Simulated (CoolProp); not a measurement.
Vapour-liquid equilibrium of R143a (1) + R152A (2) at 0.184 MPa; x and y are mole fractions of (1).

Model: multi-fluid Helmholtz-energy mixture model, Lemmon and Jacobsen 2000 and Outcalt 1996; pair parameters Bell 2016, in CoolProp.

Question: Give the bubble temperature and the first vapour's composition at x = 0.725, 0.8, 0.95. Is there an azeotrope?

Answer: x = 0.725: -29.7 °C, y = 0.859; x = 0.8: -30.9 °C, y = 0.900; x = 0.95: -33.1 °C, y = 0.976. No azeotrope shows between x = 0.05 and 0.95.

The pair parameters rest on a limited set of measurements; away from them the model extrapolates.
